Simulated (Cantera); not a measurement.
Input (Python, Cantera) and output of one run.

```python
import numpy as np
import cantera as ct

gas_names = """
    B BH BH2 BH3 BO BO2 B2 B2O B2O2 B2O3 B3O3H3 H HBO HBO2 HO2 H2 H2O H2O2 H3B3O6 O OH O2 O3
""".split()
cond_names = """
    B(b) B(L) B2O3(L) B3O3H3(cr) H2O(s) H2O(L)
""".split()


def load(file, names, dense=False):
    # The tables refer to 1 bar. Condensed volumes are neglected.
    table = {s.name: s for s in ct.Species.list_from_file(file)}
    out = []
    for n in names:
        d = dict(table[n].input_data)
        d["thermo"] = dict(d["thermo"], **{"reference-pressure": 1e5})
        if dense:
            d["equation-of-state"] = {"model": "constant-volume", "density": "1e6 g/cm^3"}
        out.append(ct.Species.from_dict(d))
    return out


gas = ct.Solution(thermo="ideal-gas", species=load("nasa_gas.yaml", gas_names))
cond = {s.name: ct.Solution(thermo="fixed-stoichiometry", species=[s], name=s.name)
        for s in load("nasa_condensed.yaml", cond_names, dense=True)}
atoms = {
    'B2H6': {'B': 2, 'H': 6},
    'O2': {'O': 2},
    'H2': {'H': 2},
}
top_T = {}  # K; cautious upper limits of use, not melting points


def equilibrate(T, P, feed):
    n = {}
    for name, mol in feed.items():
        for a, k in atoms[name].items():
            n[a] = n.get(a, 0.0) + k * mol
    gas.TPX = T, P, n
    mass = sum(n.values()) * gas.mean_molecular_weight
    gas.equilibrate("TP")
    valid = [c for c in cond.values() if c.min_temp <= T <= top_T.get(c.name, c.max_temp)]
    mix = ct.Mixture([(gas, mass / gas.mean_molecular_weight)] + [(c, 0.0) for c in valid])
    mix.T, mix.P = T, P
    mix.equilibrate("TP", solver="vcs", rtol=1e-11, max_steps=5000)
    return mix


results = []
T = 2400  # K
P = 100000  # Pa
for m in [0.7, 1.1, 1.6, 2.4, 3.7, 5.6, 8.5]:
    feed = {'B2H6': 1, 'O2': m, 'H2': 4.4}  # mol
    mix = equilibrate(T, P, feed)
    results.append((T, P, feed, dict(zip(mix.species_names, mix.species_moles))))

top = {s: max(r[3][s] / sum(r[3][g] for g in gas_names) for r in results) for s in gas_names}
cols = sorted((s for s in top if top[s] > 0.0001), key=lambda s: -top[s])[:7]
seen = [c for c in cond_names if any(r[3].get(c, 0) > 1e-12 for r in results)]
print("log10 of partial pressures in bar; condensed amounts in mol")
print(f"{'n(O2)':>10s}" + "".join(f"{s[:9]:>10s}" for s in cols + seen))
for T, P, feed, n in results:
    ng = sum(n[g] for g in gas_names)
    print(f"{feed['O2']:10.4g}" + "".join(f"{np.log10(max(n[s] / ng * P / 1e5, 1e-99)):10.3f}" for s in cols)
          + "".join(f"{n.get(c, 0):10.4g}" for c in seen))
```

It prints:

```
log10 of partial pressures in bar; condensed amounts in mol
     n(O2)        H2       H2O        O2      HBO2       HBO      B2O3      B2O2      B(L)
       0.7    -0.077    -3.975   -12.684    -3.128    -0.984    -3.032    -1.672    0.5883
       1.1    -0.100    -2.967   -10.622    -2.042    -0.930    -1.868    -1.539         0
       1.6    -0.107    -1.684    -8.043    -1.133    -1.310    -1.333    -2.293         0
       2.4    -0.193    -0.851    -6.205    -0.804    -1.899    -1.507    -3.386         0
       3.7    -0.458    -0.376    -4.727    -0.703    -2.538    -1.779    -4.398         0
       5.6    -1.918    -0.150    -1.355    -0.704    -4.224    -2.007    -6.311         0
       8.5    -2.433    -0.272    -0.569    -0.836    -4.749    -2.149    -6.846         0
```

Method: chemical equilibrium by Gibbs-energy minimisation in Cantera with the NASA 1993 tables (ideal gas, pure condensed phases). The feed counts by its element totals alone. The tables' values for BH2 are old estimates; treat these amounts as uncertain. Gases not in the tables: B2H6 and higher boranes.
